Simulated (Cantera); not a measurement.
A Cantera script and its output.

```python
import numpy as np
import cantera as ct

gas = ct.Solution("gri30.yaml")
gas.TPX = 475, 13332, {'CH4': 1, 'O2': 2.17, 'N2': 8.91}
flame = ct.FreeFlame(gas, width=0.16)
flame.set_refine_criteria(ratio=3, slope=0.08, curve=0.16)
flame.transport_model = "mixture-averaged"
flame.solve(loglevel=0, auto=True)
z, T = flame.grid, flame.T
thick = (T[-1] - T[0]) / np.gradient(T, z).max()
show = ['CH4', 'O2', 'NO', 'CH2O', 'C2H', 'H']
print(f"laminar burning velocity  {flame.velocity[0] * 100:.3f} cm/s")
print(f"burnt temperature         {T[-1]:.1f} K")
print(f"thermal thickness         {thick * 1e3:.4f} mm")
print(f"grid points               {len(z)}")
z0 = z[flame.heat_release_rate.argmax()]
print(f"{'z/mm':>9s}{'T/K':>9s}{'u/(m/s)':>9s}" + "".join(f"{s:>11s}" for s in show))
rows = []
for k in (-3, -2, -1.5, -1, -0.5, -0.25, 0, 0.25, 0.5, 1, 2, 4, 8):
    zz = z0 + k * thick
    rows.append([k * thick, np.interp(zz, z, T), np.interp(zz, z, flame.velocity),
                 *(np.interp(zz, z, flame.X[gas.species_index(s)]) for s in show)])
    print(f"{rows[-1][0] * 1e3:9.3f}{rows[-1][1]:9.1f}{rows[-1][2]:9.3f}" + "".join(f"{x:11.3e}" for x in rows[-1][3:]))
```

It prints:

```
laminar burning velocity  107.284 cm/s
burnt temperature         2155.2 K
thermal thickness         2.3389 mm
grid points               167
     z/mm      T/K  u/(m/s)        CH4         O2         NO       CH2O        C2H          H
   -7.017    475.0    1.073  8.275e-02  1.796e-01  5.968e-12  8.374e-09  1.224e-28  4.027e-12
   -4.678    475.4    1.075  8.262e-02  1.793e-01  1.620e-10  3.400e-07  1.578e-24  3.055e-09
   -3.508    477.7    1.082  8.232e-02  1.789e-01  1.387e-09  3.045e-06  8.709e-22  1.421e-07
   -2.339    509.1    1.159  8.022e-02  1.765e-01  2.587e-08  3.451e-05  4.171e-18  1.050e-05
   -1.169    816.1    1.884  6.183e-02  1.541e-01  4.508e-07  2.784e-04  6.821e-13  4.417e-04
   -0.585   1191.8    2.783  3.596e-02  1.191e-01  1.278e-06  7.246e-04  7.004e-10  1.583e-03
    0.000   1562.8    3.682  9.773e-03  7.489e-02  2.942e-06  6.701e-04  4.719e-08  4.691e-03
    0.585   1715.7    4.050  9.602e-04  4.762e-02  5.056e-06  1.306e-04  4.019e-08  8.730e-03
    1.169   1747.8    4.117  5.147e-05  3.745e-02  6.418e-06  8.156e-06  2.293e-09  1.122e-02
    2.339   1772.6    4.156  1.279e-07  3.202e-02  7.707e-06  2.114e-08  2.028e-12  1.274e-02
    4.678   1802.3    4.209  2.485e-11  2.970e-02  9.294e-06  1.414e-11  1.218e-16  1.247e-02
    9.356   1842.7    4.290  1.040e-15  2.833e-02  1.209e-05  8.749e-12  2.310e-21  1.067e-02
   18.712   1898.9    4.404  4.482e-18  2.671e-02  1.727e-05  7.654e-12  2.408e-25  8.043e-03
```

Cantera simulation using GRI-Mech 3.0 (53 species, 325 reactions); the numbers are that mechanism's predictions, not measurements. Burning velocities carry a grid error of a few per cent, more on coarse grids.
